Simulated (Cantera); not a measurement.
What does this Cantera script print?

```python
import numpy as np
import cantera as ct

gas_names = [...]  # 95 gases of nasa_gas.yaml made of C, F, H
cond_names = """
    C(gr) C6H6(L) C7H8(L) C8H18(L),n-octa
""".split()


# ... load() reads the species with a 1 bar reference pressure and builds the phases ...
atoms = {
    'CH3F': {'C': 1, 'H': 3, 'F': 1},
}
top_T = {'C(gr)': 4500}  # K; cautious upper limits of use, not melting points


# ... equilibrate(T, P, feed) seeds the gas with the atoms and calls Mixture.equilibrate('TP', solver="vcs", rtol=1e-11, max_steps=5000) ...
results = []
feed = {'CH3F': 1}  # mol
P = 17  # Pa
for T in [1273, 1423, 1573, 1723, 1873, 2023, 2173, 2323, 2473, 2623, 2773, 2923, 3073, 3223]:
    mix = equilibrate(T, P, feed)
    results.append((T, P, feed, dict(zip(mix.species_names, mix.species_moles))))

top = {s: max(r[3][s] / sum(r[3][g] for g in gas_names) for r in results) for s in gas_names}
cols = sorted((s for s in top if top[s] > 1e-05), key=lambda s: -top[s])[:7]
seen = [c for c in cond_names if any(r[3].get(c, 0) > 1e-12 for r in results)]
print("log10 of partial pressures in bar; condensed amounts in mol")
print(f"{'T/K':>10s}" + "".join(f"{s[:9]:>10s}" for s in cols + seen))
for T, P, feed, n in results:
    ng = sum(n[g] for g in gas_names)
    print(f"{T:10.4g}" + "".join(f"{np.log10(max(n[s] / ng * P / 1e5, 1e-99)):10.3f}" for s in cols)
          + "".join(f"{n.get(c, 0):10.4g}" for c in seen))
```

Output:

```
log10 of partial pressures in bar; condensed amounts in mol
       T/K         H        HF        H2         F         C        C3        C2     C(gr)
      1273    -8.182    -4.071    -4.071   -13.581   -21.227   -22.900   -23.990         1
      1423    -7.213    -4.071    -4.071   -12.028   -18.118   -19.302   -20.395         1
      1573    -6.427    -4.071    -4.072   -10.769   -15.603   -16.399   -17.491         1
      1723    -5.778    -4.073    -4.077    -9.726   -13.528   -14.010   -15.097    0.9998
      1873    -5.237    -4.078    -4.094    -8.847   -11.786   -12.011   -13.091    0.9994
      2023    -4.790    -4.092    -4.138    -8.090   -10.304   -10.314   -11.385    0.9984
      2173    -4.437    -4.120    -4.241    -7.421    -9.027    -8.857    -9.918    0.9965
      2323    -4.185    -4.165    -4.445    -6.800    -7.917    -7.594    -8.644    0.9931
      2473    -4.042    -4.213    -4.780    -6.186    -6.942    -6.488    -7.526    0.9739
      2623    -3.987    -4.270    -5.222    -5.582    -6.079    -5.513    -6.538     0.798
      2773    -3.996    -4.408    -5.734    -5.072    -5.389    -4.882    -5.816         0
      2923    -3.981    -4.624    -6.148    -4.727    -5.009    -5.033    -5.646         0
      3073    -3.979    -4.976    -6.546    -4.562    -4.721    -5.336    -5.603         0
      3223    -3.987    -5.397    -6.925    -4.504    -4.554    -5.894    -5.753         0
```

Cantera equilibrium calculation (NASA polynomials, part measured and part estimated; ideal gas, pure solids and liquids).
